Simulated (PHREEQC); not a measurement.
A solution holds 0.0063 mol NH3, 0.0065 mol CO2 and 0.024 mol K2CO3 per kg of water, at 25 °C. Closed to the air; pH follows from the charge balance.

The numbers come from PHREEQC with the ion-association model, phreeqc.dat.

```json
[
 {"quantity": "CO3-2 (mol/kgw)", "before": "0.0181", "after": "0.00340"},
 {"quantity": "HCO3- (mol/kgw)", "before": "0.0124", "after": "0.00270"},
 {"quantity": "NH4+ (mol/kgw)", "before": "0.000765", "after": "0.000118"}
]
```

Q: Name the change that produced these shifts.
A) CO2 replaced by NH4HCO3 at the same molality
B) K2CO3 from 0.024 to 0.012 mol/kgw
C) diluted 5-fold with water
D) CO2 left out
E) 0.0084 mol/kgw CaBr2 added

A: C, diluted 5-fold with water

This is a speciation only: nothing precipitates in the calculation.
